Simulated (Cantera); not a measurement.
Feed: 1 mol Ta, 0.54 mol CH4, 110 mol H2, equilibrated at 2175 K and 413 Torr.

Method: chemical equilibrium by Gibbs-energy minimisation in Cantera with the NASA 1993 tables (ideal gas, pure condensed phases). Candidate condensed phases: C, C6H6, C7H8, C8H18, Ta, TaC; 77 gas species. Mutual solubility and eutectic melting of coexisting phases are not modelled. TaC: taken at fixed stoichiometry. Condensed phases not in the tables: Ta2C, N, O or C dissolved in the metal. Kinetics and transport are ignored.

Base state: H2 0.993, H 0.00656 (mole fractions); condensed: Ta(s) + TaC(s).

Question: What changes in the equilibrium state with this change: CH4 from 0.54 to 2.2 mol?

Answer: 
```
species            before     after
----------------  -------  --------
H2                  0.993     0.991
H                 0.00656   0.00655
C2H2 (acetylene)    <1e-9   0.00221
CH4               6.45e-8  0.000150
CH3               8.20e-9   1.91e-5
Ta(s), mol          0.460         0
TaC(s), mol         0.540      1.00
C(graphite), mol        0     0.671
```
Condensed phases not in the tables: Ta2C.

Question: What changes in the equilibrium state with this change: CH4 from 0.54 to 4.7 mol?

Answer: 
| species | before | after |
|---|---|---|
| H2 | 0.993 | 0.991 |
| H | 0.00656 | 0.00655 |
| C2H2 (acetylene) | <1e-9 | 0.00221 |
| CH4 | 6.45e-8 | 0.000150 |
| CH3 | 8.20e-9 | 1.91e-5 |
| Ta(s), mol | 0.460 | 0 |
| TaC(s), mol | 0.540 | 1.00 |
| C(graphite), mol | 0 | 3.15 |
Condensed phases not in the tables: Ta2C.
